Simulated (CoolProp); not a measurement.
Vapour-liquid equilibrium of p-xylene (1) + n-undecane (2) at 0.337 bar; x and y are mole fractions of (1).

Model: multi-fluid Helmholtz-energy mixture model, Zhou 2012 and Aleksandrov 2011; pair parameters Bell 2016, in CoolProp.

```tsv
x	bubble temperature, mixture model (°C)	bubble temperature, Raoult's law (°C)	y, mixture model	y, Raoult's law
0.05	150.4	150.0	0.187	0.203
0.125	143.5	142.6	0.398	0.421
0.2	137.4	136.4	0.550	0.571
0.275	132.0	131.0	0.661	0.678
0.35	___	126.4	0.743	0.756
0.425	123.0	122.2	0.805	0.814
0.5	119.2	118.6	0.853	0.860
0.575	___	115.3	0.891	0.895
0.65	112.7	112.3	0.920	0.923
0.725	109.9	109.6	___	0.946
0.8	107.4	107.2	0.964	0.964
0.875	___	104.9	0.979	0.980
0.95	102.8	102.8	0.993	0.993
```

**Question.** Complete the blanks.

**Answer.** 
- 0.35, bubble temperature, mixture model (°C): 127.2
- 0.575, bubble temperature, mixture model (°C): 115.8
- 0.725, y, mixture model: 0.944
- 0.875, bubble temperature, mixture model (°C): 105.0

The largest gap from Raoult's law is +1.0 K in bubble temperature, at x = 0.275. No azeotrope shows between x = 0.05 and 0.95.

The pair parameters rest on a limited set of measurements; away from them the model extrapolates.
